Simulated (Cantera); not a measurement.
An isothermal plug-flow reactor at 725 K and 1.97 atm (inlet), inlet velocity 0.25 m/s, active area per volume 200 1/m; feed CO : O2 : N2 : H2O = 0.011 : 0.11 : 0.79 : 0.049 (molar parts).

Cantera simulation using Deutschmann's 1995 Pt surface mechanism with GRI-Mech 3.0 gas chemistry; the numbers are that mechanism's predictions, not measurements. Catalytic surfaces can have several steady states; this one follows from the mechanism file's or the stated starting coverage. Mass transfer to the wall is taken as infinitely fast.

x: gas mole fraction; θ: surface coverage.

```csv
z (m),x CO,x O2,x H2O,x CO2,θ free Pt,θ O*,θ OH*,θ CO*
7.4e-05,0.0109,0.114,0.0511,0.000513,0.0669,0.0462,0.00294,0.884
0.00016,0.0103,0.114,0.0511,…,0.0717,…,…,0.871
0.00034,0.00840,0.113,0.0511,0.00308,0.0941,0.100,0.00513,0.801
0.00074,…,0.112,0.0512,…,…,0.961,…,…
0.0016,0.00544,0.112,0.0512,0.00606,0.0186,0.972,0.00711,0.00267
0.0034,0.00481,0.112,0.0512,0.00668,0.0151,0.977,0.00644,0.00156
0.0074,0.00400,0.111,0.0512,0.00750,0.0127,0.981,0.00590,0.000906
```

What belongs in the gaps?


- 0.00016, x CO2: 0.00118
- 0.00016, θ O*: 0.0537
- 0.00016, θ OH*: 0.00328
- 0.00074, x CO: 0.00597
- 0.00074, x CO2: 0.00552
- 0.00074, θ free Pt: 0.0251
- 0.00074, θ OH*: 0.00822
- 0.00074, θ CO*: 0.00541
